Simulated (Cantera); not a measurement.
A closed system holds: 1 mol HMDSO, 0.21 mol N₂O, 23 mol H₂, held at 1052 °C and 1700 Pa.

Cantera equilibrium calculation (NASA polynomials, part measured and part estimated; ideal gas, pure solids and liquids). Candidate condensed phases: C, C₆H₆, C₇H₈, C₈H₁₈, H₂O, Si, SiC, SiO₂, Si₂N₂O, Si₃N₄; 151 gas species. The feed counts by its element totals alone. Mutual solubility and eutectic melting of coexisting phases are not modelled. Rates play no part.

Base state: H₂ 0.969, CO 0.0305, N₂ 0.000260, CH₄ 0.000107, SiO 2.60e-5, H 1.23e-5 (mole fractions); condensed: C(graphite) + SiC(s) + Si₂N₂O(s).

Problem. What changes in the equilibrium state with this change: N₂O from 0.21 to 2.9 mol?

Solution. 
```csv
species,before,after
H₂,0.969,0.869
CO,0.0305,0.0788
N₂,0.000260,0.0516
SiO,2.60e-5,2.97e-6
HCN,4.14e-6,5.53e-5
CH₄,0.000107,8.63e-5
H,1.23e-5,1.17e-5
"C(graphite), mol",3.39,3.10
"SiC(s), mol",1.60,0
"Si₂N₂O(s), mol",0.201,1.000
```
